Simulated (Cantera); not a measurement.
Feed: 1 mol FeS2, 1800 mol H2, at 1927 °C and 0.110 bar.

These are equilibrium values from Cantera (NASA tables, ideal gas, pure condensed phases), not measurements of a reactor. Candidate condensed phases: Fe, FeS, FeS2, S; 8 gas species. Equilibrium is a limit: real reactors are often held back by kinetics, nucleation or transport.

Base state: H2 0.982, H 0.0168, Fe 0.000550, H2S 0.000490, SH 0.000443, S 0.000132, S2 1.75e-5 (mole fractions); condensed: gas only.

**Question.** What changes in the equilibrium state with this change: pressure from 0.110 bar to 4.70 bar?

**Answer.** 
```tsv
species	before	after
H2	0.982	0.996
H	0.0168	0.00259
H2S	0.000490	0.000967
Fe	0.000550	0.000554
S	0.000132	6.01e-6
S2	1.75e-5	1.55e-6
SH	0.000443	0.000133
```
